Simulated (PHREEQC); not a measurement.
1 kg of water holding 0.014 mol Na2SO4 meets 20 L of dry gas (CO2 0.79, N2 0.21 by moles) at fixed total pressure, at 100 °C; fugacities by Peng-Robinson. The gases take part in no redox reaction, some water evaporates into the gas, and hydrates or a liquid gas phase aren't modelled. Nothing may precipitate in this run.

All values are PHREEQC results (ion-association model, phreeqc.dat), not measurements.

```csv
P (atm),dissolved CO2 (all carbonate carbon) (mol/kgw),φ of CO2,p of CO2 (atm),dissolved N2 (mol/kgw),φ of N2,p of N2 (atm),pH
2,0.00829,0.996,0.786,9.60e-5,1.006,0.210,4.61
5,0.0325,0.987,3.14,0.000384,1.007,0.844,4.31
10,0.0720,0.974,7.05,0.000864,1.011,1.90,4.13
20,0.148,0.948,14.9,0.00182,1.019,4.01,3.97
30,0.219,0.923,22.7,0.00278,1.028,6.12,3.89
40,0.287,0.899,30.6,0.00373,1.038,8.22,3.82
50,0.350,0.876,38.4,0.00469,1.049,10.3,3.78
75,0.490,0.821,58.0,0.00711,1.080,15.6,3.70
100,0.606,0.771,77.5,0.00959,1.117,20.8,3.65
150,0.779,0.686,117,0.0147,1.200,31.2,3.58
200,0.896,0.619,156,0.0201,1.287,41.6,3.54
300,1.05,0.535,233,0.0305,1.436,62.3,3.48
400,1.15,0.491,311,0.0400,1.554,83.0,3.43
```

Away from 25 °C the constants follow the database's enthalpies or fits; those with neither stay at their 25 °C values.
